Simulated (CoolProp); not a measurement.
Vapour-liquid equilibrium of methanol (1) + toluene (2) at 0.37 MPa; x and y are mole fractions of (1).

Values from CoolProp's multi-fluid Helmholtz-energy mixture model, de Reuck 1993 and Lemmon 2006; pair parameters Bell 2016.

```json
[
 {"x": "0.05", "bubble temperature, mixture model (°C)": "137.0", "bubble temperature, Raoult's law (°C)": "154.9", "y, mixture model": "0.443", "y, Raoult's law": "0.211"},
 {"x": "0.2", "bubble temperature, mixture model (°C)": "112.9", "bubble temperature, Raoult's law (°C)": "137.6", "y, mixture model": "0.717", "y, Raoult's law": "0.555"},
 {"x": "0.35", "bubble temperature, mixture model (°C)": "107.9", "bubble temperature, Raoult's law (°C)": "126.5", "y, mixture model": "0.764", "y, Raoult's law": "0.726"},
 {"x": "0.5", "bubble temperature, mixture model (°C)": "106.0", "bubble temperature, Raoult's law (°C)": "118.5", "y, mixture model": "0.787", "y, Raoult's law": "0.830"},
 {"x": "0.65", "bubble temperature, mixture model (°C)": "104.5", "bubble temperature, Raoult's law (°C)": "112.2", "y, mixture model": "0.815", "y, Raoult's law": "0.900"},
 {"x": "0.8", "bubble temperature, mixture model (°C)": "102.9", "bubble temperature, Raoult's law (°C)": "107.1", "y, mixture model": "0.866", "y, Raoult's law": "0.951"},
 {"x": "0.95", "bubble temperature, mixture model (°C)": "101.7", "bubble temperature, Raoult's law (°C)": "102.7", "y, mixture model": "0.958", "y, Raoult's law": "0.989"}
]
```

The largest gap from Raoult's law is -24.7 K in bubble temperature, at x = 0.2. No azeotrope shows between x = 0.05 and 0.95.

Pair parameters are fitted to limited data, so mixtures are less certain than the pure fluids. With so large a gap from Raoult's law the liquid may split in two, which this calculation doesn't test in full.
